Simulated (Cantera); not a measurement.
Feed: 1 mol Si, 1.6 mol Cl₂, 0.51 mol H₂, held at 702 °C and 6.60 bar.

Equilibrium computed with Cantera from the NASA thermochemical tables; the gas is ideal and each condensed phase is pure. Candidate condensed phases: Si; 19 gas species. The tables' values for SiCl₃ are old estimates; treat these amounts as uncertain. The numbers say what is thermodynamically allowed, not how fast it happens.

Base state: SiCl₄ 0.501, H₂ 0.310, SiHCl₃ 0.176, SiH₂Cl₂ 0.00644, HCl 0.00506, SiCl₃ 0.00154, SiCl₂ 0.000133, SiH₃Cl 5.97e-5 (mole fractions); condensed: Si(s).

### Question
What changes in the equilibrium state with this change: pressure from 6.60 bar to 0.650 bar?

### Answer
```json
[
 {"species": "SiCl₄", "before": "0.501", "after": "0.539"},
 {"species": "H₂", "before": "0.310", "after": "0.338"},
 {"species": "SiHCl₃", "before": "0.176", "after": "0.108"},
 {"species": "SiH₃Cl", "before": "5.97e-5", "after": "1.22e-5"},
 {"species": "SiCl₂", "before": "0.000133", "after": "0.000440"},
 {"species": "SiH₂Cl₂", "before": "0.00644", "after": "0.00228"},
 {"species": "Si(s), mol", "before": "0.142", "after": "0.166"}
]
```
